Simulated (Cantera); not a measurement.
**BCl3 + H2O + H2 (boron, boron nitride and boron oxide)**

Feed: 1 mol BCl3, a varied amount of H2O, 15 mol H2, held at 1623.15 K and 750 Torr.

Method: chemical equilibrium by Gibbs-energy minimisation in Cantera with the NASA 1993 tables (ideal gas, pure condensed phases). Candidate condensed phases: B, B2O3, B3O3H3, H2O; 33 gas species. The tables' values for BOCl, BCl2, BCl, BH2 are old estimates; treat these amounts as uncertain. Gases not in the tables: H3BO3, BHCl2. Kinetics and transport are ignored.

| n(H2O) (mol) | x H2 | x H2O | x HCl | x HBO2 | x HBO | n B2O3(l) |
|---|---|---|---|---|---|---|
| 1.2 | 0.829 | 4.90e-5 | 0.152 | 0.000463 | 0.00865 | 0.256 |
| 1.3 | 0.829 | 7.21e-5 | 0.157 | 0.000561 | 0.00713 | 0.328 |
| 1.5 | 0.829 | 0.000742 | 0.165 | 0.00180 | 0.00222 | 0.452 |
| 1.8 | 0.816 | 0.0129 | 0.163 | 0.00750 | 0.000525 | 0.421 |
| 2 | 0.806 | 0.0222 | 0.161 | 0.00984 | 0.000395 | 0.399 |
| 2.4 | 0.788 | 0.0407 | 0.158 | 0.0133 | 0.000285 | 0.365 |
| 2.7 | 0.775 | 0.0544 | 0.155 | 0.0154 | 0.000243 | 0.342 |
| 3.1 | 0.758 | 0.0720 | 0.152 | 0.0177 | 0.000206 | 0.316 |
| 3.6 | 0.738 | 0.0933 | 0.148 | 0.0202 | 0.000177 | 0.285 |
| 4.2 | 0.716 | 0.117 | 0.143 | 0.0226 | 0.000153 | 0.252 |
| 4.8 | 0.695 | 0.140 | 0.139 | 0.0248 | 0.000136 | 0.220 |
| 5.5 | 0.672 | 0.166 | 0.134 | 0.0269 | 0.000121 | 0.186 |
x: gas mole fraction; n: condensed amount in mol.

From 1.2 mol H2O to 5.5 mol H2O the condensed part is B2O3(l). The share of B in condensed phases is highest at 1.5 mol H2O (90.3 %) and lowest at 5.5 mol H2O (37.1 %).
